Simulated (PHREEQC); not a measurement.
## Alkaline etch or developer

Make-up at 35 °C: 0.011 mol/kgw LiOH and 0.0003 mol/kgw CO2. Closed to the air; pH follows from the charge balance.

Computed with PHREEQC (ion-association model, phreeqc.dat).

Each row changes one thing in this solution. Precipitation was switched off in this run.

| case | pH | ionic strength (mol/kgw) | CO3-2 (mol/kgw) | HCO3- (mol/kgw) | CO2 (mol/kgw) |
|---|---|---|---|---|---|
| as made | 11.65 | 0.0113 | 0.000291 | 8.51e-6 | 3.50e-11 |
| LiOH left out | 4.92 | 1.19e-5 | 5.69e-11 | 1.19e-5 | 0.000288 |
| CO2 from 0.0003 to 0.00045 mol/kgw | 11.63 | 0.0114 | 0.000437 | 1.31e-5 | 5.56e-11 |
| temperature from 35 to 65 °C | 10.87 | 0.0113 | 0.000265 | 3.49e-5 | 8.38e-10 |
| diluted 2-fold with water | 11.36 | 0.00564 | 0.000141 | 8.68e-6 | 7.14e-11 |

Complexes and solids missing from the database can't appear. Constants without temperature data keep their 25 °C values here.
